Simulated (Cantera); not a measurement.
Equilibrium for oxide etching and cleaning by halides: CaO + NF3 + H2

Feed: 1 mol CaO, 2.7 mol NF3, 0.58 mol H2, at 43.0 Pa.

Method: chemical equilibrium by Gibbs-energy minimisation in Cantera with the NASA 1993 tables (ideal gas, pure condensed phases). Candidate condensed phases: Ca, CaF2, CaO, Ca(OH)2, H2O; 47 gas species. Kinetics and transport are ignored.

```
T (K)    x F   x N2   x HF    x CaF2    x O2  n CaF2(s)
-----  -----  -----  -----  --------  ------  ---------
1248   0.621  0.170  0.146   6.79e-6  0.0629      1.000
1298   0.621  0.170  0.146   3.16e-5  0.0629      1.000
1348   0.621  0.170  0.146  0.000130  0.0628      0.999
1398   0.621  0.170  0.146  0.000482  0.0628      0.996
1448   0.620  0.169  0.146   0.00161  0.0627      0.987
1498   0.618  0.169  0.145   0.00486  0.0624      0.961
1548   0.613  0.167  0.144    0.0136  0.0618      0.890
1598   0.599  0.164  0.141    0.0353  0.0603      0.709
1648   0.568  0.155  0.133    0.0860  0.0571      0.252
1698   0.552  0.150  0.130     0.112  0.0553          0
```
x: gas mole fraction; n: condensed amount in mol.

From 1248 K to 1648 K the condensed part is CaF2(s). At 1698 K nothing is condensed. The main Ca-bearing gas is CaF2 throughout.
